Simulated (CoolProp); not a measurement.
Vapour-liquid equilibrium of R22 (1) + n-pentane (2) at 60.55 °C; x and y are mole fractions of (1).

Values from CoolProp's multi-fluid Helmholtz-energy mixture model, Kamei 1995 and Thol 2019; pair parameters Bell 2016.

| x | bubble pressure, mixture model (kPa) | bubble pressure, Raoult's law (kPa) | y, mixture model | y, Raoult's law |
|---|---|---|---|---|
| 0.05 | ? | 329.9 | 0.422 | 0.372 |
| 0.2 | 814.2 | 665.7 | 0.741 | 0.738 |
| 0.35 | 1175 | 1001 | ? | 0.858 |
| 0.5 | 1470 | 1337 | ? | 0.918 |
| 0.65 | ? | 1673 | 0.908 | 0.954 |
| 0.8 | 2009 | 2009 | ? | 0.978 |
| 0.95 | 2332 | 2345 | 0.983 | 0.995 |

### Question
Complete the blanks.

### Answer

- 0.05, bubble pressure, mixture model (kPa): 377.2
- 0.35, y, mixture model: 0.830
- 0.5, y, mixture model: 0.875
- 0.65, bubble pressure, mixture model (kPa): 1735
- 0.8, y, mixture model: 0.941

The largest gap from Raoult's law is +22.3 % in bubble pressure, at x = 0.2. No azeotrope shows between x = 0.05 and 0.95.

Pair parameters are fitted to limited data, so mixtures are less certain than the pure fluids. The gap from Raoult's law changes sign with composition, which may be real or a fault of the pair parameters; it wasn't checked against measurements.
